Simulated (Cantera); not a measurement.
Charge: 1 mol CuO, a varied amount of H2, held at 1075 °C and 1.00 bar.

Method: chemical equilibrium by Gibbs-energy minimisation in Cantera with the NASA 1993 tables (ideal gas, pure condensed phases). Candidate condensed phases: Cu, CuO, Cu(OH)2, Cu2O, H2O; 12 gas species. Mutual solubility and eutectic melting of coexisting phases are not modelled. Kinetics and transport are ignored.

Problem. Which condensed phases are stable at each of these points (n(H2) (mol)): 0.59, 1.3, 2.1, 2.8, 3.5, 4.2, 5, 5.7, 6.4, 7.2, 7.9, 8.6, 9.3?

Solution. 
```json
[
 {"n(H2) (mol)": "0.59", "condensed phases": "Cu(s) + Cu2O(s)", "Cu condensed (%)": "100.0"},
 {"n(H2) (mol)": "1.3", "condensed phases": "Cu(s)", "Cu condensed (%)": "100.0"},
 {"n(H2) (mol)": "2.1", "condensed phases": "Cu(s)", "Cu condensed (%)": "100.0"},
 {"n(H2) (mol)": "2.8", "condensed phases": "Cu(s)", "Cu condensed (%)": "100.0"},
 {"n(H2) (mol)": "3.5", "condensed phases": "Cu(s)", "Cu condensed (%)": "100.0"},
 {"n(H2) (mol)": "4.2", "condensed phases": "Cu(s)", "Cu condensed (%)": "100.0"},
 {"n(H2) (mol)": "5", "condensed phases": "Cu(s)", "Cu condensed (%)": "100.0"},
 {"n(H2) (mol)": "5.7", "condensed phases": "Cu(s)", "Cu condensed (%)": "100.0"},
 {"n(H2) (mol)": "6.4", "condensed phases": "Cu(s)", "Cu condensed (%)": "100.0"},
 {"n(H2) (mol)": "7.2", "condensed phases": "Cu(s)", "Cu condensed (%)": "100.0"},
 {"n(H2) (mol)": "7.9", "condensed phases": "Cu(s)", "Cu condensed (%)": "100.0"},
 {"n(H2) (mol)": "8.6", "condensed phases": "Cu(s)", "Cu condensed (%)": "100.0"},
 {"n(H2) (mol)": "9.3", "condensed phases": "Cu(s)", "Cu condensed (%)": "100.0"}
]
```

At 0.59 mol H2 the condensed part is Cu(s) + Cu2O(s). From 1.3 mol H2 to 9.3 mol H2 the condensed part is Cu(s).
